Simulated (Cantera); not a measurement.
**Equilibrium for boron, boron nitride and boron oxide: B2O3 + O2**

A closed system holds: 1 mol B2O3, 0.065 mol O2, at 3.10 mbar.

Equilibrium computed with Cantera from the NASA thermochemical tables; the gas is ideal and each condensed phase is pure. Candidate condensed phases: B, B2O3; 10 gas species. Kinetics and transport are ignored.

```
T (°C)    x O2    x B2O3     x BO2       x O  n B2O3(l)
------  ------  --------  --------  --------  ---------
1002     1.000   2.97e-5   7.95e-6   2.01e-6      1.000
1077     1.000  0.000227   4.48e-5   7.58e-6      1.000
1152     0.998   0.00139  0.000209   2.49e-5      1.000
1227     0.992   0.00700  0.000831   7.25e-5      1.000
1302     0.967    0.0301   0.00287  0.000189      0.998
1377     0.879     0.112   0.00869  0.000436      0.991
1452     0.606     0.371    0.0221  0.000811      0.959
1527    0.0533     0.918    0.0281  0.000505          0
1602    0.0501     0.909    0.0396  0.000967          0
1677    0.0459     0.898    0.0539   0.00174          0
1752    0.0410     0.884    0.0708   0.00294          0
1827    0.0354     0.866    0.0902   0.00470          0
```
x: gas mole fraction; n: condensed amount in mol.

From 1002 °C to 1452 °C the condensed part is B2O3(l). From 1527 °C to 1827 °C nothing is condensed. The main B-bearing gas is B2O3 throughout.
